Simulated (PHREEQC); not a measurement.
**Alkaline etch or developer (model solution)**

Dissolve 6.6 mmol/kgw TMAH and 11 mmol/kgw Na2SiO3 at 10 °C. Closed to the air; pH follows from the charge balance.

Model: ion-association model, phreeqc.dat, run in PHREEQC.

Each row changes one thing in this solution. Precipitation was switched off in this run.

```
case                                                    pH  ionic strength (mol/kgw)  H3SiO4- (mol/kgw)  H4SiO4 (mol/kgw)  SI of Quartz (SiO2)
---------------------------------------------------  -----  ------------------------  -----------------  ----------------  -------------------
as made                                              12.66                    0.0302            0.00939           2.07e-5                -0.47
Na2SiO3 from 0.011 to 0.0165 mol/kgw                 12.75                         ?             0.0135           2.37e-5                -0.41
temperature from 10 to 90 °C                         10.56                    0.0293            0.00994                 ?                -0.28
diluted 2-fold with water                            12.40                    0.0147            0.00506           2.14e-5                -0.46
Na2SiO3 replaced by (NH4)2SiF6 at the same molality   4.48                    0.0379            5.30e-9           0.00174                +1.46
Na2SiO3 from 0.011 to 0.0099 mol/kgw                 12.64                    0.0278            0.00853           1.99e-5                -0.48
Na2SiO3 from 0.011 to 0.0022 mol/kgw                 12.42                    0.0112            0.00202           8.31e-6                -0.87
TMAH left out                                        12.47                    0.0230            0.00994           3.52e-5                -0.24
```

Task: Complete the blanks.

Result: 
- Na2SiO3 from 0.011 to 0.0165 mol/kgw, ionic strength (mol/kgw): 0.0426
- temperature from 10 to 90 °C, H4SiO4 (mol/kgw): 0.000329

Some of these states are supersaturated (in SiO2(a), Quartz (slow to form), for instance). (CH3)4N+ isn't in the database: it is added as a free cation with an ion size of 4 Å. Away from 25 °C the constants follow the database's enthalpies or fits; those with neither stay at their 25 °C values. SiF6-2 is the database's only silicon fluoride.
